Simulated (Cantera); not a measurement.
Charge: 1 mol BCl3, 0.37 mol H2O, 0.5 mol H2, equilibrated at 1323.15 K and 0.130 bar.

Method: chemical equilibrium by Gibbs-energy minimisation in Cantera with the NASA 1993 tables (ideal gas, pure condensed phases). Candidate condensed phases: B, B2O3, B3O3H3, H2O; 33 gas species. The tables' values for BOCl, BCl2 are old estimates; treat these amounts as uncertain. Gases not in the tables: BHCl2. The numbers say what is thermodynamically allowed, not how fast it happens.

Q: What is the equilibrium state?

A: 
```json
{
  "x(HCl)": "0.372",
  "x(BCl3)": "0.316",
  "x(H2)": "0.250",
  "x(B3O3Cl3)": "0.0615",
  "x(BOCl)": "0.000647",
  "x(HBO)": "0.000266",
  "x(BCl2)": "0.000168",
  "x(B3O3H3)": "3.41e-5",
  "x(HBO2)": "1.16e-5",
  "gas_amount": "1.995 mol",
  "log10 activity of B(s) (absent)": "-0.76",
  "log10 activity of B3O3H3(s) (absent)": "-9.28"
}
```
